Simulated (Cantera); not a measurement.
Charge: 1 mol SiH₂Cl₂, 0.51 mol HCl, 110 mol H₂, held at 6.40 mbar.

Points: T (K) = 850, 925, 1000, 1075, 1150, 1225, 1300, 1375, 1450, 1525, 1600.

Cantera's Mixture.equilibrate('TP', solver="vcs", rtol=1e-11, max_steps=5000) on the NASA tables stopped like this:

```
ERROR: FAILURE its = 5001!

*******************************************************************************
CanteraError thrown by MultiPhase::equilibrate:
VCS solver failed. Return code: -1
*******************************************************************************
```

Q: What got this run through?

A: One answer among several that fit: The failure is numerical, not chemical. The same input converged with solver="gibbs", rtol=1e-10, max_steps=50000, and the result passed a check of the equilibrium conditions:
```
log10 of partial pressures in bar; condensed amounts in mol
       T/K        H2       HCL     SiCL4    SiHCL3     SiCL2    Si(cr)
       850    -2.198    -4.582    -4.653    -5.049    -6.890    0.4432
       925    -2.199    -4.264    -4.790    -5.166    -6.169    0.5705
      1000    -2.201    -4.040    -5.090    -5.403    -5.649    0.7296
      1075    -2.203    -3.927    -5.658    -5.839    -5.360    0.8435
      1150    -2.203    -3.895    -6.420    -6.421    -5.245    0.8779
      1225    -2.203    -3.891    -7.181    -6.999    -5.191    0.8794
      1300    -2.203    -3.892    -7.872    -7.525    -5.155    0.8738
      1375    -2.203    -3.894    -8.492    -7.996    -5.126    0.8668
      1450    -2.203    -3.897    -9.048    -8.418    -5.102    0.8597
      1525    -2.203    -3.900    -9.549    -8.799    -5.081    0.8526
      1600    -2.203    -3.902   -10.003    -9.145    -5.064    0.8442
```

The gas is ideal and each condensed phase is pure. The tables' values for SiCl3 are old estimates; treat these amounts as uncertain.
